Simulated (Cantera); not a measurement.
What does this Cantera script print?

```python
import numpy as np
import cantera as ct

gas = ct.Solution("h2o2.yaml")


def delay(T, t_max=10):
    gas.TPX = T, 2000000, {'H2': 1, 'O2': 0.455, 'N2': 1.71, 'H2O': 0.073}
    reactor = ct.IdealGasConstPressureReactor(gas, clone=False)
    net = ct.ReactorNet([reactor])
    net.rtol, net.atol = 1e-8, 1e-16
    while net.time < t_max:
        t_old, T_old = net.time, reactor.T
        net.step()
        if reactor.T > T + 400:  # ignition: a rise of 400 K
            return t_old + (T + 400 - T_old) / (reactor.T - T_old) * (net.time - t_old)
    return np.nan


taus = []
for T in [1075, 1175, 1275, 1375, 1475, 1575]:
    taus.append(delay(T))
    print(f"T0 = {T:6g} K   tau = {taus[-1]:.4e} s")

# d ln(tau) / d ln(k), from doubling and halving each rate constant
T, sens = 1375, []
for i in range(gas.n_reactions):
    gas.set_multiplier(2.0, i)
    up = delay(T)
    gas.set_multiplier(0.5, i)
    down = delay(T)
    gas.set_multiplier(1.0, i)
    sens.append((np.log(up / down) / np.log(4.0), gas.reaction(i).equation))
sens.sort(key=lambda x: -abs(x[0]))
print(f"sensitivities at {T} K")
for s, eq in sens[:10]:
    print(f"{s:8.3f}  {eq}")
```

It prints:

```
T0 =   1075 K   tau = 1.2974e-03 s
T0 =   1175 K   tau = 2.0452e-04 s
T0 =   1275 K   tau = 3.3854e-05 s
T0 =   1375 K   tau = 4.4600e-06 s
T0 =   1475 K   tau = 1.2296e-06 s
T0 =   1575 K   tau = 6.8314e-07 s
sensitivities at 1375 K
  -1.933  H + O2 <=> O + OH
   0.804  H + O2 + N2 <=> HO2 + N2
   0.792  H + O2 + M <=> HO2 + M
   0.534  H + O2 + H2O <=> HO2 + H2O
  -0.241  H + HO2 <=> 2 OH
  -0.220  H + H2O2 <=> H2 + HO2
   0.198  H + O2 + O2 <=> HO2 + O2
  -0.116  H2 + O <=> H + OH
  -0.099  2 OH (+M) <=> H2O2 (+M)
  -0.090  H2 + OH <=> H + H2O
```

Computed with Cantera and the H2/O2 subset of GRI-Mech 3.0, which has no nitrogen chemistry. The hydrogen kinetics of GRI-Mech 3.0 are dated; newer H2 mechanisms differ, most at raised pressure. The pressure lies above the range GRI-Mech 3.0 was tuned for (to about 10 atm).
